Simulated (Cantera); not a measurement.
Charge: 1 mol Al, 7.6 mol Cl₂, 1.5 mol N₂, 2.8 mol HCl, at 750 K and 1.00 bar.

Equilibrium computed with Cantera from the NASA thermochemical tables; the gas is ideal and each condensed phase is pure. Candidate condensed phases: Al, AlCl₃, AlN, NH₄Cl; 20 gas species. Equilibrium is a limit: real reactors are often held back by kinetics, nucleation or transport.

Base state: Cl₂ 0.547, HCl 0.251, N₂ 0.135, AlCl₃ 0.0451, Al₂Cl₆ 0.0223 (mole fractions); condensed: gas only.

Q: What changes in the equilibrium state with this change: temperature from 750 K to 1450 K?

A: 
| species | before | after |
|---|---|---|
| Cl₂ | 0.547 | 0.512 |
| HCl | 0.251 | 0.242 |
| N₂ | 0.135 | 0.130 |
| AlCl₃ | 0.0451 | 0.0864 |
| Cl | 2.01e-6 | 0.0295 |
| Al₂Cl₆ | 0.0223 | 1.14e-5 |

Q: What changes in the equilibrium state with this change: Cl₂ from 7.6 to 0.92 mol?

A: 
```tsv
species	before	after
HCl	0.251	0.373
N₂	0.135	0.341
H₂	<1e-9	0.132
Cl₂	0.547	<1e-9
Al₂Cl₆	0.0223	0.0729
AlCl₃	0.0451	0.0815
NH₃	<1e-9	0.000142
```
